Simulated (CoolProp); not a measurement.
The numbers come from the reference Helmholtz-energy equation of state, Gao 2016 in CoolProp.

**Question.** For sulfur dioxide, give the phase and the cp (kJ/(kg K)), speed of sound (m/s) at 449.7 K and 0.0213 MPa; 346 K and 0.655 MPa.

**Answer.** 
- 449.7 K and 0.0213 MPa: gas; cp 0.704, speed of sound 267
- 346 K and 0.655 MPa: gas; cp 0.749, speed of sound 227
